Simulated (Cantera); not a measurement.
Adiabatic ignition

An adiabatic, constant-volume homogeneous reactor starts with 3.90 % CH4, 2.15 % CO, 19.8 % O2, 74.2 % N2, at 1050 K and 100000 Pa.

Model: GRI-Mech 3.0 (53 species, 325 reactions), integrated in Cantera.

```json
[
 {"t (s)": "5.00e-6", "T (K)": "1050", "P (bar)": "1.00", "x CH4": "0.0390", "x CO": "0.0215", "x O2": "0.198", "x CH2": "<1e-12", "x CH3": "1.16e-10", "x HO2": "6.86e-11"},
 {"t (s)": "1.27e-5", "T (K)": "1050", "P (bar)": "1.00", "x CH4": "0.0390", "x CO": "0.0215", "x O2": "0.198", "x CH2": "<1e-12", "x CH3": "3.98e-10", "x HO2": "1.75e-10"},
 {"t (s)": "3.23e-5", "T (K)": "1050", "P (bar)": "1.00", "x CH4": "0.0390", "x CO": "0.0215", "x O2": "0.198", "x CH2": "<1e-12", "x CH3": "1.21e-9", "x HO2": "4.48e-10"},
 {"t (s)": "8.22e-5", "T (K)": "1050", "P (bar)": "1.00", "x CH4": "0.0390", "x CO": "0.0215", "x O2": "0.198", "x CH2": "<1e-12", "x CH3": "3.31e-9", "x HO2": "1.13e-9"},
 {"t (s)": "0.000209", "T (K)": "1050", "P (bar)": "1.00", "x CH4": "0.0390", "x CO": "0.0215", "x O2": "0.198", "x CH2": "<1e-12", "x CH3": "8.77e-9", "x HO2": "2.81e-9"},
 {"t (s)": "0.000531", "T (K)": "1050", "P (bar)": "1.00", "x CH4": "0.0390", "x CO": "0.0215", "x O2": "0.198", "x CH2": "<1e-12", "x CH3": "2.34e-8", "x HO2": "6.70e-9"},
 {"t (s)": "0.00135", "T (K)": "1050", "P (bar)": "1.00", "x CH4": "0.0390", "x CO": "0.0215", "x O2": "0.198", "x CH2": "<1e-12", "x CH3": "6.53e-8", "x HO2": "1.47e-8"},
 {"t (s)": "0.00343", "T (K)": "1050", "P (bar)": "1.00", "x CH4": "0.0390", "x CO": "0.0215", "x O2": "0.198", "x CH2": "<1e-12", "x CH3": "1.97e-7", "x HO2": "2.80e-8"},
 {"t (s)": "0.00873", "T (K)": "1050", "P (bar)": "1.00", "x CH4": "0.0390", "x CO": "0.0215", "x O2": "0.198", "x CH2": "<1e-12", "x CH3": "5.94e-7", "x HO2": "4.91e-8"},
 {"t (s)": "0.0222", "T (K)": "1050", "P (bar)": "1.00", "x CH4": "0.0390", "x CO": "0.0215", "x O2": "0.198", "x CH2": "<1e-12", "x CH3": "1.07e-6", "x HO2": "8.53e-8"},
 {"t (s)": "0.0565", "T (K)": "1050", "P (bar)": "1.00", "x CH4": "0.0390", "x CO": "0.0215", "x O2": "0.198", "x CH2": "<1e-12", "x CH3": "1.32e-6", "x HO2": "1.60e-7"},
 {"t (s)": "0.144", "T (K)": "1051", "P (bar)": "1.00", "x CH4": "0.0389", "x CO": "0.0215", "x O2": "0.197", "x CH2": "<1e-12", "x CH3": "2.02e-6", "x HO2": "4.44e-7"},
 {"t (s)": "0.365", "T (K)": "2277", "P (bar)": "2.15", "x CH4": "<1e-12", "x CO": "0.00125", "x O2": "0.108", "x CH2": "<1e-12", "x CH3": "<1e-12", "x HO2": "4.86e-6"},
 {"t (s)": "0.928", "T (K)": "2257", "P (bar)": "2.13", "x CH4": "<1e-12", "x CO": "0.00113", "x O2": "0.104", "x CH2": "<1e-12", "x CH3": "<1e-12", "x HO2": "4.45e-6"},
 {"t (s)": "2.36", "T (K)": "2257", "P (bar)": "2.13", "x CH4": "<1e-12", "x CO": "0.00113", "x O2": "0.104", "x CH2": "<1e-12", "x CH3": "<1e-12", "x HO2": "4.45e-6"},
 {"t (s)": "6.00", "T (K)": "2257", "P (bar)": "2.13", "x CH4": "<1e-12", "x CO": "0.00113", "x O2": "0.104", "x CH2": "<1e-12", "x CH3": "<1e-12", "x HO2": "4.45e-6"}
]
```
x: mole fraction; the columns are a selection and need not sum to one.

```json
{
 "time_of_steepest_temperature_rise": "0.348 s",
 "temperature at 6.00 s": "2257 K",
 "equilibrium_temperature": "2257 K",
 "x(CH4) at 6.00 s": "<1e-12 (gas-phase equilibrium <1e-12)",
 "x(CO) at 6.00 s": "0.00113 (gas-phase equilibrium 0.00113)",
 "x(O2) at 6.00 s": "0.104 (gas-phase equilibrium 0.104)"
}
```
